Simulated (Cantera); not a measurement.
What does this Cantera script print?

```python
import numpy as np
import cantera as ct

gas = ct.Solution("gri30.yaml")
gas.TPX = 923, 1333, {'H2': 0.25, 'O2': 1}
reactor = ct.IdealGasConstPressureReactor(gas, energy="off", clone=False)
net = ct.ReactorNet([reactor])
net.rtol, net.atol = 1e-08, 1e-18
show = ['H2', 'O2', 'H2O', 'H2O2', 'H', 'HO2']
times = np.geomspace(9e-06, 100, 13)

steps = ct.SolutionArray(gas, extra=["t"])
rows = []
print(f"{'t/s':>10s}{'T/K':>9s}{'P/Pa':>11s}" + "".join(f"{s:>11s}" for s in show))
for t in times:
    while net.time < t:
        t_next = net.step()
        steps.append(gas.state, t=t_next)
    rows.append([np.interp(t, steps.t, y) for y in (steps.T, steps.P, *steps(*show).X.T)])
    print(f"{t:10.3e}{rows[-1][0]:9.1f}{rows[-1][1]:11.4g}" + "".join(f"{x:11.3e}" for x in rows[-1][2:]))
rate = np.gradient(steps.T, steps.t)
print("integrator steps:", len(steps.t))
if steps.T.max() > steps.T[0] + 200:
    print(f"time of steepest temperature rise: {steps.t[rate.argmax()]:.4e} s")
gas.TPX = 923, 1333, {'H2': 0.25, 'O2': 1}
gas.equilibrate("TP")
print(f"equilibrium (TP): T = {gas.T:.1f} K  " + "  ".join(f"{s} {gas[s].X[0]:.3e}" for s in show))
```

Result:

```
       t/s      T/K       P/Pa         H2         O2        H2O       H2O2          H        HO2
 9.000e-06    923.0       1333  2.000e-01  8.000e-01  2.210e-15  4.772e-18  1.402e-12  1.424e-12
 3.478e-05    923.0       1333  2.000e-01  8.000e-01  1.039e-13  7.115e-17  5.284e-12  5.511e-12
 1.344e-04    923.0       1333  2.000e-01  8.000e-01  3.651e-12  1.064e-15  2.078e-11  2.142e-11
 5.196e-04    923.0       1333  2.000e-01  8.000e-01  1.223e-10  1.621e-14  1.445e-10  8.562e-11
 2.008e-03    923.0       1333  2.000e-01  8.000e-01  3.732e-08  4.332e-13  2.544e-08  1.236e-09
 7.762e-03    923.0       1333  4.205e-02  7.402e-01  1.266e-01  4.079e-07  6.614e-02  1.662e-05
 3.000e-02    923.0       1333  8.891e-04  7.768e-01  2.207e-01  4.742e-07  2.486e-04  1.214e-05
 1.159e-01    923.0       1333  7.874e-05  7.777e-01  2.221e-01  2.087e-07  2.959e-06  2.336e-06
 4.481e-01    923.0       1333  6.081e-06  7.778e-01  2.222e-01  7.112e-08  8.728e-08  3.153e-07
 1.732e+00    923.0       1333  3.007e-07  7.778e-01  2.222e-01  2.216e-08  3.564e-09  4.105e-08
 6.694e+00    923.0       1333  2.069e-08  7.778e-01  2.222e-01  7.127e-09  2.471e-10  7.350e-09
 2.587e+01    923.0       1333  3.549e-09  7.778e-01  2.222e-01  2.354e-09  2.430e-11  1.673e-09
 1.000e+02    923.0       1333  7.702e-10  7.778e-01  2.222e-01  7.370e-10  2.731e-12  4.485e-10
integrator steps: 1748
equilibrium (TP): T = 923.0 K  H2 1.601e-11  O2 7.778e-01  H2O 2.222e-01  H2O2 2.193e-11  H 8.533e-15  HO2 3.317e-10
```

Cantera simulation using GRI-Mech 3.0 (53 species, 325 reactions); the numbers are that mechanism's predictions, not measurements. Radical loss at walls, strong at low pressure, is not modelled. Below about 950 K walls govern HO2 and H2O2 in real vessels. The temperature is held fixed by assumption; the heat of reaction is taken as removed at once.
